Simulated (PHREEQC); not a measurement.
A solution holds 23 mmol/kgw KOH and 0.58 mmol/kgw CO2, at 35 °C. Closed to the air; pH follows from the charge balance.

Computed with PHREEQC (ion-association model, wateq4f.dat).

Each row changes one thing in this solution. Precipitation was switched off in this run.

```
case                                 pH  ionic strength (mol/kgw)  CO3-2 (mol/kgw)  HCO3- (mol/kgw)
--------------------------------  -----  ------------------------  ---------------  ---------------
as made                           11.96                    0.0236         0.000573          7.29e-6
KOH from 0.023 to 0.0023 mol/kgw  10.76                   0.00276         0.000460         0.000120
diluted 10-fold with water        11.00                   0.00235          5.04e-5          7.60e-6
KOH from 0.023 to 0.0345 mol/kgw  12.13                    0.0351         0.000575          4.60e-6
diluted 5-fold with water         11.30                   0.00471         0.000108          7.86e-6
```

Species that the database lacks are ignored.
